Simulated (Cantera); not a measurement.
## Moist CO burnout

An isothermal, constant-pressure homogeneous reactor starts with CO : O2 : H2O : N2 = 0.003 : 0.013 : 0.017 : 1 (molar parts), equivalence ratio 0.12, at 1048 K and 150000 Pa.

Computed with Cantera and GRI-Mech 3.0 (53 species, 325 reactions).

| t (s) | x CO | x O2 | x H2O | x O | x NO |
|---|---|---|---|---|---|
| 0.000400 | 0.00290 | 0.0126 | 0.0165 | 6.02e-11 | <1e-12 |
| 0.000768 | 0.00290 | 0.0126 | 0.0165 | 1.19e-10 | <1e-12 |
| 0.00147 | 0.00290 | 0.0126 | 0.0165 | 2.64e-10 | <1e-12 |
| 0.00283 | 0.00290 | 0.0126 | 0.0165 | 7.39e-10 | <1e-12 |
| 0.00543 | 0.00290 | 0.0126 | 0.0165 | 3.67e-9 | <1e-12 |
| 0.0104 | 0.00290 | 0.0126 | 0.0165 | 6.45e-8 | <1e-12 |
| 0.0200 | 0.00286 | 0.0126 | 0.0165 | 1.34e-6 | 2.04e-12 |
| 0.0384 | 0.00261 | 0.0124 | 0.0164 | 1.64e-6 | 2.45e-11 |
| 0.0737 | 0.00218 | 0.0122 | 0.0164 | 1.41e-6 | 7.56e-11 |
| 0.141 | 0.00158 | 0.0119 | 0.0164 | 1.00e-6 | 1.65e-10 |
| 0.271 | 0.000959 | 0.0116 | 0.0165 | 5.60e-7 | 2.77e-10 |
| 0.521 | 0.000471 | 0.0114 | 0.0165 | 2.36e-7 | 3.50e-10 |
| 1.00 | 0.000194 | 0.0112 | 0.0165 | 7.33e-8 | 3.36e-10 |
x: mole fraction; the columns are a selection and need not sum to one.

Equilibrium at this temperature and pressure: CO 6.54e-12, O2 0.0111, H2O 0.0165, O 5.49e-11, NO 1.33e-5 (gas phase only).
